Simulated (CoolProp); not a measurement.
Ethanol along the isobar 5.76 MPa: density (kg/m³) from the reference equation and from simpler models built on Tc = 514.7 K, pc = 6.268 MPa, ω = 0.644; each cubic takes its own stable root.

The numbers come from the reference Helmholtz-energy equation of state, Schroeder 2014 in CoolProp.

| T (K) | phase | reference |
|---|---|---|
| 405.4 | liquid | 685.3 |
| 424.9 | liquid | 658.8 |
| 444.4 | liquid | 628.2 |
| 463.9 | liquid | 592.3 |
| 483.5 | liquid | 547.1 |
| 503 | liquid | 471.7 |
| 522.5 | gas | 98.45 |
| 542 | gas | 81.59 |
| 561.5 | gas | 72.68 |
| 581 | gas | 66.67 |
| 600.5 | gas | 62.16 |
| 620 | gas | 58.57 |

Task: How far does each simpler model (van der Waals, Redlich-Kwong, Soave-Redlich-Kwong, Peng-Robinson) lie from the reference over these 12 states: mean and median of the absolute difference, and the worst?

Result: 
- van der Waals: mean 27.4 %, median 28.1 %, worst -49.3 % at 503 K and 5.76 MPa
- Redlich-Kwong: mean 18.8 %, median 17.3 %, worst -34.9 % at 503 K and 5.76 MPa
- Soave-Redlich-Kwong: mean 11.9 %, median 10.4 %, worst -28.5 % at 503 K and 5.76 MPa
- Peng-Robinson: mean 8.8 %, median 7.6 %, worst -20.1 % at 503 K and 5.76 MPa
